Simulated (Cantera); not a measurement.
A closed system holds: 1 mol TiCl4, 5.8 mol H2O, equilibrated at 1652 °C and 0.710 bar.

Cantera equilibrium calculation (NASA polynomials, part measured and part estimated; ideal gas, pure solids and liquids). Gases not in the tables: TiO(OH)2. Rates play no part.

| species | before | after |
|---|---|---|
| HCl | 0.504 | 0.933 |
| TiCl4 | 2.96e-7 | 0.0362 |
| Cl | 0.00642 | 0.0137 |
| H2O | 0.484 | 0.00474 |
| TiCl3 | 1.35e-7 | 0.00774 |
| TiCl2 | <1e-9 | 1.27e-5 |
| O2 | 0.000420 | 7.10e-8 |
| TiOCl2 | 1.72e-6 | 0.000600 |
| OH | 0.000708 | 7.99e-6 |
| Cl2 | 9.77e-5 | 0.000444 |
| TiO2(rutile), mol | 1.000 | 0.840 |
Gas species are given as mole fractions.

Task: Name the change that produced these shifts.
A. H2O from 5.8 to 0.14 mol
B. H2O from 5.8 to 0.12 mol
C. H2O from 5.8 to 1.7 mol
D. temperature from 1652 °C to 1102 °C

Result: C, H2O from 5.8 to 1.7 mol. The tables' values for TiCl2 are old estimates; treat these amounts as uncertain
